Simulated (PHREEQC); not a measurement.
**Brackish or sea water: an equilibrium model**

Model water analysis in mg/kgw, 54 °C, pH 6.66: Na 5020; K 4.23; Ca 49.7; Mg 87; Cl 7690; S(6) as SO4 618; Alkalinity as HCO3 0.0323; Br 4.96.

Cl is adjusted to close the charge balance.
Valence states are taken as typed.

Computed with PHREEQC (Pitzer model, pitzer.dat).

No solid was allowed to form.

Question: Predict the activity of water, specific conductance.

Answer: activity of water 0.993; specific conductance 37900 µS/cm.

Question: In which forms is C present?

Answer: HCO3- 77 %, CO2 23 % of the C.

Complexes and solids missing from the database can't appear. Constants without temperature data keep their 25 °C values here.
